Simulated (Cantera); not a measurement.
A closed system holds: 1 mol Si₂Cl₆, 0.0037 mol Cl₂, 130 mol H₂, held at 1.00 Torr.

Cantera equilibrium calculation (NASA polynomials, part measured and part estimated; ideal gas, pure solids and liquids). Candidate condensed phases: Si; 19 gas species. The feed counts by its element totals alone. Gases not in the tables: Si₂H₆ and higher silanes. Kinetics and transport are ignored.

**Question.** Which condensed phases are stable at each of these points (T (°C)): 625, 725, 825, 925, 1025, 1125, 1225, 1325, 1425?

**Answer.** 
```
T (°C)  condensed phases  Si condensed (%)
------  ----------------  ----------------
625                Si(s)              41.5
725                Si(s)              62.0
825                Si(s)              74.6
925                Si(s)              75.5
1025               Si(s)              73.9
1125               Si(s)              72.2
1225               Si(s)              70.5
1325               Si(s)              68.5
1425               Si(l)              64.2
```

From 625 °C to 1325 °C the condensed part is Si(s). At 1425 °C the condensed part is Si(l).
